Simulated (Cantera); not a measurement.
Source: NASA polynomial tables (part measured, part estimated), evaluated in Cantera. Values are per mole of reaction as written; species without (g) are pure solids or liquids, kept so even where they would boil at 1 bar. TiC: taken at fixed stoichiometry.

3 Ti + 3 CH4(g) + 2 N2(g) → 4 NH3(g) + 3 TiC, with ΔH° = -512.3 kJ and ΔS° = -190.8 J/K at 300 K.

**Question.** How far is the shortcut ΔG° ≈ ΔH°(300 K) − T·ΔS°(300 K) from the full temperature-dependent value at 350, 500, 650, 800, 950, 1100, 1250, 1400 K?

**Answer.** 
| T (K) | shortcut (kJ) | full (kJ) | difference (kJ) | difference in log10 K | condensed phases |
|---|---|---|---|---|---|
| 350 | -445.5 | -445.5 | 0.0 | 0.00 | Ti(α), TiC(s) |
| 500 | -416.9 | -417.6 | 0.7 | -0.07 | Ti(α), TiC(s) |
| 650 | -388.3 | -390.5 | 2.2 | -0.18 | Ti(α), TiC(s) |
| 800 | -359.7 | -364.1 | 4.4 | -0.29 | Ti(α), TiC(s) |
| 950 | -331.1 | -337.9 | 6.9 | -0.38 | Ti(α), TiC(s) |
| 1100 | -302.4 | -311.7 | 9.3 | -0.44 | Ti(α), TiC(s) |
| 1250 | -273.8 | -284.2 | 10.4 | -0.43 | Ti(β), TiC(s) |
| 1400 | -245.2 | -256.1 | 10.9 | -0.41 | Ti(β), TiC(s) |
The shortcut ignores heat capacities and the phase changes listed.
